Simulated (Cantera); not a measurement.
Input: 1 mol Si₃N₄, 0.13 mol H₂O, a varied amount of N₂, 1 mol CO₂, held at 1948.15 K and 3.50 Pa.

Cantera equilibrium calculation (NASA polynomials, part measured and part estimated; ideal gas, pure solids and liquids). Candidate condensed phases: C, C₆H₆, C₇H₈, C₈H₁₈, H₂O, Si, SiC, SiO₂, Si₂N₂O, Si₃N₄; 151 gas species. The tables' values for SiN are old estimates; treat these amounts as uncertain. Rates play no part.

At 4 mol N₂, list the 7 most abundant gas species with their mole fractions, and the condensed phases.

N₂ 0.590, Si 0.179, SiO 0.112, CO 0.0972, H 0.0143, H₂ 0.00559, Si₂C 0.00100. Condensed: gas only.
